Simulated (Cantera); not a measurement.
What does this Cantera script print?

```python
import numpy as np
import cantera as ct

gas = ct.Solution("gri30.yaml")
gas.TPX = 1100, 23000, {'CH4': 1.5, 'C2H6': 0.052, 'O2': 1.82, 'N2': 6.84}
reactor = ct.IdealGasReactor(gas, energy="on", clone=False)
net = ct.ReactorNet([reactor])
net.rtol, net.atol = 1e-08, 1e-16
show = ['CH4', 'C2H6', 'O2', 'H2', 'NO', 'O']
times = np.geomspace(5e-06, 7, 15)

steps = ct.SolutionArray(gas, extra=["t"])
rows = []
print(f"{'t/s':>10s}{'T/K':>9s}{'P/Pa':>11s}" + "".join(f"{s:>11s}" for s in show))
for t in times:
    while net.time < t:
        t_next = net.step()
        steps.append(gas.state, t=t_next)
    rows.append([np.interp(t, steps.t, y) for y in (steps.T, steps.P, *steps(*show).X.T)])
    print(f"{t:10.3e}{rows[-1][0]:9.1f}{rows[-1][1]:11.4g}" + "".join(f"{x:11.3e}" for x in rows[-1][2:]))
rate = np.gradient(steps.T, steps.t)
print("integrator steps:", len(steps.t))
if steps.T.max() > steps.T[0] + 200:
    print(f"time of steepest temperature rise: {steps.t[rate.argmax()]:.4e} s")
gas.TPX = 1100, 23000, {'CH4': 1.5, 'C2H6': 0.052, 'O2': 1.82, 'N2': 6.84}
gas.equilibrate("UV")
print(f"equilibrium (UV): T = {gas.T:.1f} K  " + "  ".join(f"{s} {gas[s].X[0]:.3e}" for s in show))
```

Result:

```
       t/s      T/K       P/Pa        CH4       C2H6         O2         H2         NO          O
 5.000e-06   1100.0    2.3e+04  1.469e-01  5.092e-03  1.782e-01  3.571e-13  4.000e-26  9.014e-14
 1.374e-05   1100.0    2.3e+04  1.469e-01  5.092e-03  1.782e-01  1.857e-12  5.140e-25  2.910e-13
 3.776e-05   1100.0    2.3e+04  1.469e-01  5.092e-03  1.782e-01  9.017e-12  4.668e-24  7.667e-13
 1.038e-04   1100.0    2.3e+04  1.469e-01  5.092e-03  1.782e-01  5.284e-11  3.734e-23  2.107e-12
 2.851e-04   1100.0    2.3e+04  1.469e-01  5.092e-03  1.782e-01  3.652e-10  2.905e-22  5.798e-12
 7.835e-04   1100.0    2.3e+04  1.469e-01  5.092e-03  1.782e-01  2.723e-09  2.219e-21  1.595e-11
 2.153e-03   1100.0    2.3e+04  1.469e-01  5.092e-03  1.782e-01  2.240e-08  1.715e-20  4.521e-11
 5.916e-03   1100.0    2.3e+04  1.469e-01  5.090e-03  1.782e-01  2.423e-07  1.512e-19  1.543e-10
 1.626e-02   1100.0    2.3e+04  1.469e-01  5.084e-03  1.782e-01  4.092e-06  2.476e-18  7.847e-10
 4.467e-02   1100.7  2.302e+04  1.468e-01  5.050e-03  1.781e-01  4.161e-05  3.952e-17  1.686e-09
 1.228e-01   1104.4   2.31e+04  1.461e-01  4.924e-03  1.776e-01  2.512e-04  4.121e-16  3.737e-09
 3.373e-01   2577.6  6.188e+04  1.042e-12  3.575e-25  1.939e-04  1.142e-01  6.883e-04  3.738e-04
 9.270e-01   2577.6  6.188e+04  1.042e-12  3.575e-25  1.939e-04  1.142e-01  6.883e-04  3.738e-04
 2.547e+00   2577.6  6.188e+04  1.042e-12  3.575e-25  1.939e-04  1.142e-01  6.883e-04  3.738e-04
 7.000e+00   2577.6  6.188e+04  1.042e-12  3.575e-25  1.939e-04  1.142e-01  6.883e-04  3.738e-04
integrator steps: 2273
time of steepest temperature rise: 2.7241e-01 s
equilibrium (UV): T = 2577.6 K  CH4 1.186e-12  C2H6 4.497e-25  O2 1.939e-04  H2 1.142e-01  NO 6.883e-04  O 3.738e-04
```

Model: GRI-Mech 3.0 (53 species, 325 reactions), integrated in Cantera.
